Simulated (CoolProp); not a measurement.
Methane at 298.15 K and 2.06 MPa is throttled through a valve to 0.543 MPa with no heat exchange. Each further row changes one setting.

The numbers come from the reference Helmholtz-energy equation of state, Setzmann 1991 in CoolProp.

```tsv
case	temperature change (K)	final density (kg/m³)
as stated	-6.7	3.63
outlet pressure 0.163 MPa	-8.4	1.09
outlet pressure 0.706 MPa	-5.9	4.72
```
